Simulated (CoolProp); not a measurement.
Vapour-liquid equilibrium of R22 (1) + R115 (2) at 8.31 bar; x and y are mole fractions of (1).

The numbers come from the multi-fluid Helmholtz-energy mixture model, Kamei 1995 and Lemmon 2016; pair parameters Bell 2016 in CoolProp.

Give the bubble temperature and the first vapour's composition at x = 0.5, 0.875, 0.95. Is there an azeotrope?

x = 0.5: 286.5 K, y = 0.507; x = 0.875: 288.4 K, y = 0.846; x = 0.95: 289.3 K, y = 0.936. y crosses x between x = 0.5 and 0.575: the model has an azeotrope there.

The pair parameters rest on a limited set of measurements; away from them the model extrapolates.
